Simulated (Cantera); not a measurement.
**Catalytic combustion on Pt**

An isothermal plug-flow reactor at 800 K and 1.00 bar (inlet), inlet velocity 2.4 m/s, active area per volume 1600 1/m; feed H2 : O2 : N2 = 0.013 : 0.069 : 0.79 (molar parts), equivalence ratio 0.094.

Model: Deutschmann's 1995 Pt surface mechanism with GRI-Mech 3.0 gas chemistry, integrated in Cantera. Catalytic surfaces can have several steady states; this one follows from the mechanism file's or the stated starting coverage. Mass transfer to the wall is taken as infinitely fast.

```json
[
 {"z (m)": "0.00085", "x H2": "0.00151", "x O2": "0.0729", "x H2O": "0.0135", "θ free Pt": "0.0618", "θ O*": "0.935", "θ OH*": "0.00305"},
 {"z (m)": "0.0018", "x H2": "0.000481", "x O2": "0.0724", "x H2O": "0.0145", "θ free Pt": "0.0471", "θ O*": "0.950", "θ OH*": "0.00274"},
 {"z (m)": "0.0039", "x H2": "5.88e-5", "x O2": "0.0722", "x H2O": "0.0150", "θ free Pt": "0.0421", "θ O*": "0.955", "θ OH*": "0.00262"},
 {"z (m)": "0.0085", "x H2": "7.30e-7", "x O2": "0.0722", "x H2O": "0.0150", "θ free Pt": "0.0415", "θ O*": "0.956", "θ OH*": "0.00261"},
 {"z (m)": "0.018", "x H2": "8.70e-11", "x O2": "0.0722", "x H2O": "0.0150", "θ free Pt": "0.0415", "θ O*": "0.956", "θ OH*": "0.00261"},
 {"z (m)": "0.039", "x H2": "<1e-12", "x O2": "0.0722", "x H2O": "0.0150", "θ free Pt": "0.0415", "θ O*": "0.956", "θ OH*": "0.00261"},
 {"z (m)": "0.085", "x H2": "<1e-12", "x O2": "0.0722", "x H2O": "0.0150", "θ free Pt": "0.0415", "θ O*": "0.956", "θ OH*": "0.00261"}
]
```
x: gas mole fraction; θ: surface coverage.
